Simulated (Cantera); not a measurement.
Equilibrium for oxide etching and cleaning by halides: CaO + F₂ + O₂

A closed system holds: 1 mol CaO, 6.1 mol F₂, 0.25 mol O₂, equilibrated at 0.0195 Torr.

These are equilibrium values from Cantera (NASA tables, ideal gas, pure condensed phases), not measurements of a reactor. Candidate condensed phases: Ca, CaF₂, CaO; 13 gas species. Kinetics and transport are ignored.

```json
[
 {"T (K)": "723", "x F": "0.331", "x F₂": "0.562", "x O₂": "0.107", "x CaF₂": "<1e-12", "n CaF₂(s)": "1.00"},
 {"T (K)": "823", "x F": "0.802", "x F₂": "0.122", "x O₂": "0.0768", "x CaF₂": "<1e-12", "n CaF₂(s)": "1.00"},
 {"T (K)": "923", "x F": "0.919", "x F₂": "0.0119", "x O₂": "0.0693", "x CaF₂": "6.81e-11", "n CaF₂(s)": "1.00"},
 {"T (K)": "1023", "x F": "0.930", "x F₂": "0.00150", "x O₂": "0.0686", "x CaF₂": "1.53e-8", "n CaF₂(s)": "1.00"},
 {"T (K)": "1123", "x F": "0.931", "x F₂": "0.000266", "x O₂": "0.0685", "x CaF₂": "1.27e-6", "n CaF₂(s)": "1.000"},
 {"T (K)": "1223", "x F": "0.931", "x F₂": "6.24e-5", "x O₂": "0.0685", "x CaF₂": "4.95e-5", "n CaF₂(s)": "0.999"},
 {"T (K)": "1323", "x F": "0.930", "x F₂": "1.81e-5", "x O₂": "0.0684", "x CaF₂": "0.00108", "n CaF₂(s)": "0.988"},
 {"T (K)": "1423", "x F": "0.918", "x F₂": "6.08e-6", "x O₂": "0.0674", "x CaF₂": "0.0148", "n CaF₂(s)": "0.836"},
 {"T (K)": "1523", "x F": "0.853", "x F₂": "2.08e-6", "x O₂": "0.0626", "x CaF₂": "0.0837", "n CaF₂(s)": "0"},
 {"T (K)": "1623", "x F": "0.853", "x F₂": "9.22e-7", "x O₂": "0.0623", "x CaF₂": "0.0836", "n CaF₂(s)": "0"}
]
```
x: gas mole fraction; n: condensed amount in mol.

From 723 K to 1423 K the condensed part is CaF₂(s). From 1523 K to 1623 K nothing is condensed.
